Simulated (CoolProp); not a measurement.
Fluorine along the isobar 6.01 MPa: fugacity coefficient from the reference equation and from simpler models built on Tc = 144.4 K, pc = 5.240 MPa, ω = 0.045; each cubic takes its own stable root.

The numbers come from the reference Helmholtz-energy equation of state, de Reuck 1990 in CoolProp.

| T (K) | phase | reference | van der Waals | Peng-Robinson |
|---|---|---|---|---|
| 66.1 | liquid | 0.001233 | 0.01825 | 0.001350 |
| 89 | liquid | 0.03039 | 0.1055 | 0.03083 |
| 112 | liquid | 0.1697 | 0.2874 | 0.1681 |
| 135 | liquid | 0.4589 | 0.5315 | 0.4476 |
| 158 | supercritical | 0.7236 | 0.7286 | 0.6935 |
| 181 | supercritical | 0.8235 | 0.8123 | 0.7951 |
| 203.9 | supercritical | 0.8819 | 0.8643 | 0.8581 |
| 226.9 | supercritical | 0.9193 | 0.8998 | 0.9005 |
| 249.9 | supercritical | 0.9445 | 0.9251 | 0.9299 |
| 272.9 | supercritical | 0.9622 | 0.9435 | 0.9509 |
| 295.9 | supercritical | 0.9750 | 0.9574 | 0.9663 |
